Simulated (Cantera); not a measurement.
Charge: 1 mol Si, 3 mol NF3, 0.9 mol H2, at 1.80 Pa.

Equilibrium computed with Cantera from the NASA thermochemical tables; the gas is ideal and each condensed phase is pure. Candidate condensed phases: Si, Si3N4; 37 gas species. Kinetics and transport are ignored. All values below are at 1052 °C.

Base state: F 0.427, HF 0.240, N2 0.200, SiF4 0.133 (mole fractions); condensed: gas only.

What changes in the equilibrium state with this change: H2 from 0.9 to 5.3 mol?


| species | before | after |
|---|---|---|
| HF | 0.240 | 0.486 |
| H2 | <1e-9 | 0.271 |
| N2 | 0.200 | 0.146 |
| F | 0.427 | 2.37e-9 |
| SiF4 | 0.133 | 0.0965 |
| SiF3 | <1e-9 | 0.000558 |
| H | <1e-9 | 0.000201 |
The tables' values for SiF3 are old estimates; treat these amounts as uncertain.

What changes in the equilibrium state with this change: H2 from 0.9 to 1.3 mol?


| species | before | after |
|---|---|---|
| HF | 0.240 | 0.347 |
| F | 0.427 | 0.320 |
| N2 | 0.200 | 0.200 |
| SiF4 | 0.133 | 0.133 |
